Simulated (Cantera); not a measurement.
A diamond (100) surface in a fixed gas of H2 with x(CH4) = 0.0033, x(H) = 0.00085, x(CH3) = 1.7e-05, 0.150 bar; coverages are run to steady state.

Detailed kinetics in Cantera: the Harris–Goodwin 1993 mechanism for the reconstructed diamond (100) surface.

θ: site fractions in the mechanism's names (c6HH fully hydrogenated, c6H* and c6*H radical sites, c6** diradical, c6HM methylated).

| T (K) | growth (µm/h) | θ c6HH | θ c6H* | θ c6*H | θ c6** | θ c6HM |
|---|---|---|---|---|---|---|
| 950 | 0.999 | 0.635 | 0.0138 | 0.328 | 0.00620 | 0.0127 |
| 1000 | 1.20 | 0.593 | 0.0179 | 0.367 | 0.00877 | 0.00968 |
| 1050 | 1.27 | 0.555 | 0.0224 | 0.401 | 0.0118 | 0.00672 |
| 1100 | 1.10 | 0.521 | 0.0272 | 0.430 | 0.0151 | 0.00391 |
| 1150 | (withheld) | 0.492 | (withheld) | 0.454 | (withheld) | (withheld) |
| 1200 | 0.495 | 0.468 | 0.0369 | 0.472 | 0.0216 | 0.000720 |
| 1250 | 0.348 | 0.448 | 0.0416 | 0.485 | 0.0244 | 0.000266 |
| 1300 | 0.287 | 0.434 | 0.0461 | 0.493 | 0.0267 | 9.76e-5 |
| 1350 | (withheld) | 0.425 | 0.0503 | 0.496 | 0.0284 | (withheld) |
| 1400 | 0.204 | 0.421 | 0.0542 | 0.495 | 0.0296 | 1.36e-5 |

**Question.** Fill in the missing entries.

**Answer.** 
- 1150, growth (µm/h): 0.769
- 1150, θ c6H*: 0.0321
- 1150, θ c6**: 0.0184
- 1150, θ c6HM: 0.00182
- 1350, growth (µm/h): 0.253
- 1350, θ c6HM: 3.62e-5
